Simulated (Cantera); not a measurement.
Charge: 1 mol BN, 280 mol H₂, equilibrated at 40.0 Pa.

Cantera equilibrium calculation (NASA polynomials, part measured and part estimated; ideal gas, pure solids and liquids). Candidate condensed phases: B, BN; 15 gas species. Mutual solubility and eutectic melting of coexisting phases are not modelled. Kinetics and transport are ignored.

Q: Which condensed phases are stable at each of these points (T (K)): 975, 1025, 1075, 1125, 1175, 1225, 1275, 1325, 1375, 1425, 1475, 1525?

A: 
```json
[
 {"T (K)": "975", "condensed phases": "BN(s)", "B condensed (%)": "100.0"},
 {"T (K)": "1025", "condensed phases": "BN(s)", "B condensed (%)": "100.0"},
 {"T (K)": "1075", "condensed phases": "BN(s)", "B condensed (%)": "100.0"},
 {"T (K)": "1125", "condensed phases": "BN(s)", "B condensed (%)": "100.0"},
 {"T (K)": "1175", "condensed phases": "BN(s)", "B condensed (%)": "100.0"},
 {"T (K)": "1225", "condensed phases": "BN(s)", "B condensed (%)": "100.0"},
 {"T (K)": "1275", "condensed phases": "BN(s)", "B condensed (%)": "100.0"},
 {"T (K)": "1325", "condensed phases": "BN(s)", "B condensed (%)": "100.0"},
 {"T (K)": "1375", "condensed phases": "BN(s)", "B condensed (%)": "100.0"},
 {"T (K)": "1425", "condensed phases": "BN(s)", "B condensed (%)": "99.9"},
 {"T (K)": "1475", "condensed phases": "B(s) + BN(s)", "B condensed (%)": "99.8"},
 {"T (K)": "1525", "condensed phases": "B(s) + BN(s)", "B condensed (%)": "99.6"}
]
```

From 975 K to 1425 K the condensed part is BN(s). From 1475 K to 1525 K the condensed part is B(s) + BN(s).
